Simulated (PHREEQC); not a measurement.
Dissolve 0.0024 mol FeCl3, 0.00015 mol H3AsO4, 7e-05 mol NaF and 0.033 mol Na2SO4 per kg of water at 25 °C. Closed to the air; pH follows from the charge balance.

Model: ion-association model, wateq4f.dat, run in PHREEQC.

The ionic strength comes out as 0.0942 mol/kgw. What activity coefficients do HSO4-, Fe2(OH)2+4, Fe+3, FeHSO4+2, FeCl+2 get?

HSO4- 0.78, Fe2(OH)2+4 0.021, Fe+3 0.18, FeHSO4+2 0.38, FeCl+2 0.38.

This is a speciation only: nothing precipitates in the calculation. Saturation is exceeded, for instance for Jarosite-Na, Fe(OH)3(a); the values hold only as long as no solid forms. The database's scorodite may be far more soluble than the real mineral, and it has no iron arsenate complexes; the constant wasn't checked at its source. Fluoro complexes past AlF4- and FeF3 are missing from the database.
